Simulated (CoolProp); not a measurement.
A single-stage vapour-compression cycle with the fluid: evaporating at 264.15 K (dew point), condensing at 334.15 K (bubble point), superheat 10 K, subcooling 5 K, compressor efficiency 0.75, no pressure losses. The same conditions are run with several fluids, on thermodynamics alone (safety and materials aside).

Model: reference Helmholtz-energy equation of state of each fluid (cis-2-butene: Lemmon 2005; R404A: Lemmon 2003; R245ca: Zhou 2016; dimethyl ether: Wu 2011; propane: Lemmon 2009; trans-2-butene: Lemmon 2005), in CoolProp. Blends and air are pseudo-pure fits.

```json
[
 {"fluid": "cis-2-butene", "cooling COP": "2.22", "pressure ratio": "9.79", "discharge temperature (K)": "(withheld)", "refrigerating effect (kJ/kg)": "294", "volumetric capacity (kJ/m³)": "450"},
 {"fluid": "R404A", "cooling COP": "(withheld)", "pressure ratio": "6.61", "discharge temperature (K)": "(withheld)", "refrigerating effect (kJ/kg)": "82.8", "volumetric capacity (kJ/m³)": "1770"},
 {"fluid": "R245ca", "cooling COP": "2.14", "pressure ratio": "(withheld)", "discharge temperature (K)": "351.7", "refrigerating effect (kJ/kg)": "142", "volumetric capacity (kJ/m³)": "(withheld)"},
 {"fluid": "dimethyl ether", "cooling COP": "2.14", "pressure ratio": "(withheld)", "discharge temperature (K)": "380.4", "refrigerating effect (kJ/kg)": "302", "volumetric capacity (kJ/m³)": "1230"},
 {"fluid": "propane", "cooling COP": "1.90", "pressure ratio": "(withheld)", "discharge temperature (K)": "362.6", "refrigerating effect (kJ/kg)": "227", "volumetric capacity (kJ/m³)": "1700"},
 {"fluid": "trans-2-butene", "cooling COP": "2.18", "pressure ratio": "9.34", "discharge temperature (K)": "361.2", "refrigerating effect (kJ/kg)": "278", "volumetric capacity (kJ/m³)": "481"}
]
```

Task: Some entries are withheld; supply them.

Result: 
- cis-2-butene, discharge temperature (K): 369.0
- R404A, cooling COP: 1.57
- R404A, discharge temperature (K): 360.6
- R245ca, pressure ratio: 15.5
- R245ca, volumetric capacity (kJ/m³): 183
- dimethyl ether, pressure ratio: 7.71
- propane, pressure ratio: 6.05
